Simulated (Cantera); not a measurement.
Premixed flame

A freely propagating, adiabatic, planar premixed flame of H2 : O2 : N2 : H2O = 1 : 0.179 : 0.671 : 0.25 (molar parts), equivalence ratio 2.8, unburnt at 700 K and 82000 Pa; multicomponent+Soret transport, grid criteria slope 0.08 and curve 0.16, no radiation.

Cantera simulation using the H2/O2 subset of GRI-Mech 3.0, which has no nitrogen chemistry; the numbers are that mechanism's predictions, not measurements. Burning velocities carry a grid error of a few per cent, more on coarse grids.

```
z (mm)  T (K)  u (m/s)   x H2      x O2  x H2O       x H   x H2O2      x OH
------  -----  -------  -----  --------  -----  --------  -------  --------
-1.84     700     8.60  0.476    0.0852  0.119     <1e-8    <1e-8     <1e-8
-1.22     700     8.60  0.476    0.0852  0.119     <1e-8    <1e-8     <1e-8
-0.919    700     8.60  0.476    0.0852  0.119     <1e-8    <1e-8     <1e-8
-0.612    700     8.59  0.476    0.0853  0.119   5.99e-7    <1e-8     <1e-8
-0.306    728     8.83  0.467    0.0856  0.122  0.000432  3.36e-6   5.00e-5
-0.153    893     10.6  0.441    0.0799  0.141   0.00610  4.55e-6  0.000316
0        1190     13.9  0.377    0.0528  0.200    0.0313  1.09e-6   0.00103
0.153    1404     16.3  0.314    0.0167  0.271    0.0576  5.81e-7   0.00186
0.306    1500     17.4  0.295   0.00347  0.298    0.0624  3.76e-7   0.00202
0.612    1588     18.3  0.297  0.000321  0.305    0.0548  2.69e-7   0.00213
1.22     1675     19.2  0.305  0.000107  0.308    0.0425  1.75e-7   0.00207
2.45     1757     20.0  0.313   6.05e-5  0.310    0.0304  9.64e-8   0.00179
4.90     1824     20.7  0.320   2.89e-5  0.312    0.0201  4.65e-8   0.00137
```
x: mole fraction of selected species; z is measured from the peak of heat release.

```json
{
  "laminar_burning_velocity": "860 cm/s",
  "thermal_thickness": "0.612 mm",
  "peak x(H)": "0.0625",
  "peak x(H2O2)": "5.29e-6",
  "peak x(OH)": "0.00213",
  "grid_points": "135"
}
```
